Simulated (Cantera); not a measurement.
# Premixed flame

A freely propagating, adiabatic, planar premixed flame of 12.0 % CH4, 18.5 % O2, 69.5 % N2, unburnt at 650 K and 2.86 atm; multicomponent transport, grid criteria slope 0.08 and curve 0.16, no radiation.

Cantera simulation using GRI-Mech 3.0 (53 species, 325 reactions); the numbers are that mechanism's predictions, not measurements. Burning velocities carry a grid error of a few per cent, more on coarse grids.

```tsv
z (mm)	T (K)	u (m/s)	x CH4	x O2	x NO	x C2H	x CH3	x CO2
-0.513	651	0.814	0.120	0.185	<1e-8	<1e-8	3.63e-8	7.34e-7
-0.342	656	0.824	0.119	0.183	3.19e-8	<1e-8	3.27e-7	9.89e-6
-0.257	675	0.853	0.117	0.181	1.67e-7	<1e-8	1.65e-6	6.67e-5
-0.171	783	1.00	0.109	0.172	1.27e-6	<1e-8	1.70e-5	0.000647
-0.0855	1227	1.60	0.0736	0.129	9.61e-6	<1e-8	0.000513	0.00550
-0.0428	1620	2.14	0.0399	0.0853	2.05e-5	5.11e-8	0.00245	0.0128
0	1980	2.64	0.0106	0.0381	3.89e-5	1.38e-6	0.00345	0.0237
0.0428	2151	2.87	0.00130	0.0122	6.74e-5	2.15e-6	0.00102	0.0344
0.0855	2201	2.93	0.000124	0.00391	9.46e-5	5.84e-7	0.000139	0.0419
0.171	2230	2.96	1.86e-6	0.000971	0.000121	1.95e-8	2.42e-6	0.0480
0.342	2256	2.99	<1e-8	0.000460	0.000135	<1e-8	<1e-8	0.0499
0.684	2280	3.02	<1e-8	0.000226	0.000141	<1e-8	<1e-8	0.0499
1.37	2297	3.04	<1e-8	9.48e-5	0.000144	<1e-8	<1e-8	0.0498
```
x: mole fraction of selected species; z is measured from the peak of heat release.

```yaml
laminar_burning_velocity: 81.2 cm/s
thermal_thickness: 0.171 mm
peak x(C2H): 2.45e-6
peak x(CH3): 0.00373
grid_points: 146
```
